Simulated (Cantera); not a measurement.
Charge: 1 mol Si2Cl6, 0.025 mol Cl2, a varied amount of H2, equilibrated at 1073 K and 1 atm.

Points: n(H2) (mol) = 11, 15, 21, 29, 39, 54, 75, 100, 140, 200, 270, 370.

Cantera's Mixture.equilibrate('TP', solver="vcs", rtol=1e-11, max_steps=5000) on the NASA tables stopped like this:

```
ERROR: FAILURE its = 5001!

*******************************************************************************
CanteraError thrown by MultiPhase::equilibrate:
VCS solver failed. Return code: -1
*******************************************************************************
```

Question: What got this run through?

Answer: One answer among several that fit: The failure is numerical, not chemical. The same input converged with solver="gibbs", rtol=1e-10, max_steps=50000, and the result passed a check of the equilibrium conditions:
```
log10 of partial pressures in bar; condensed amounts in mol
     n(H2)        H2     SiCL4    SiHCL3       HCL   SiH2CL2     SiCL3     SiCL2    SiH3CL    Si(cr)
        11    -0.065    -1.090    -1.344    -1.722    -2.532    -2.692    -3.090    -4.299    0.3773
        15    -0.048    -1.230    -1.441    -1.749    -2.585    -2.797    -3.160    -4.310    0.3793
        21    -0.034    -1.389    -1.553    -1.782    -2.651    -2.916    -3.239    -4.329    0.3856
        29    -0.025    -1.546    -1.666    -1.816    -2.720    -3.034    -3.318    -4.354    0.3965
        39    -0.018    -1.695    -1.775    -1.850    -2.788    -3.146    -3.393    -4.381    0.4118
        54    -0.012    -1.864    -1.899    -1.889    -2.867    -3.273    -3.477    -4.415    0.4361
        75    -0.008    -2.041    -2.030    -1.932    -2.951    -3.406    -3.566    -4.453    0.4702
       100    -0.005    -2.202    -2.149    -1.970    -3.029    -3.526    -3.646    -4.489    0.5097
       140    -0.003    -2.399    -2.295    -2.018    -3.124    -3.674    -3.745    -4.534    0.5698
       200    -0.001    -2.620    -2.460    -2.072    -3.233    -3.839    -3.855    -4.586    0.6526
       270     0.000    -2.817    -2.607    -2.121    -3.330    -3.988    -3.954    -4.634    0.7398
       370     0.001    -3.040    -2.774    -2.176    -3.441    -4.155    -4.065    -4.688    0.8497
```

The gas is ideal and each condensed phase is pure. The feed counts by its element totals alone. The tables' values for SiCl3 are old estimates; treat these amounts as uncertain.
